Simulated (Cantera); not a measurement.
Feed: 1 mol CH3F, 0.019 mol F2, 1.6 mol H2, equilibrated at 2002 °C and 1.00 bar.

Equilibrium computed with Cantera from the NASA thermochemical tables; the gas is ideal and each condensed phase is pure. Candidate condensed phases: C, C6H6, C7H8, C8H18; 95 gas species. Equilibrium is a limit: real reactors are often held back by kinetics, nucleation or transport.

What is the equilibrium state?


* **x(H2)**: 0.704
* **x(HF)**: 0.286
* **x(H)**: 0.00712
* **x(C2H2 (acetylene))**: 0.00268
* **x(CH4)**: 0.000112
* **x(CH3)**: 2.13e-5
* **x(C4H2)**: 4.18e-6
* **x(C2H4)**: 3.30e-6
* **x(F)**: 3.18e-6
* **n(C(graphite))**: 0.980 mol
* **gas amount**: 3.631 mol
